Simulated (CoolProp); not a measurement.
Saturation properties of carbonyl sulfide (Tc = 378.8 K, pc = 6.369 MPa, ω = 0.098).

Values from CoolProp's reference Helmholtz-energy equation of state, Lemmon 2006. It is a short technical equation, of lower accuracy than the large ones.

```
T (K)     p (MPa)  liquid density (kg/m³)  enthalpy of vaporisation (kJ/kg)  surface tension (mN/m)
-----  ----------  ----------------------  --------------------------------  ----------------------
182.1    0.009331              (withheld)                             334.9                    28.8
186.1  (withheld)                    1250                        (withheld)                    28.0
190.1     0.01632                    1242                             330.0              (withheld)
194.2     0.02129                    1234                             327.4                    26.4
198.2     0.02728              (withheld)                             324.9                    25.6
202.2  (withheld)                    1218                             322.4                    24.8
206.2     0.04332                    1210                        (withheld)                    24.0
210.2     0.05379                    1201                        (withheld)                    23.2
214.2     0.06617                    1193                             314.7                    22.4
218.2     0.08072                    1184                             312.1                    21.7
```

**Question.** What belongs in the gaps?

**Answer.** 
- 182.1, liquid density (kg/m³): 1258
- 186.1, p (MPa): 0.01242
- 186.1, enthalpy of vaporisation (kJ/kg): 332.4
- 190.1, surface tension (mN/m): 27.2
- 198.2, liquid density (kg/m³): 1226
- 202.2, p (MPa): 0.03455
- 206.2, enthalpy of vaporisation (kJ/kg): 319.9
- 210.2, enthalpy of vaporisation (kJ/kg): 317.3

It boils at 223.0 K under 1 atm.

Surface tension comes from a separate correlation (Mulero 2012).
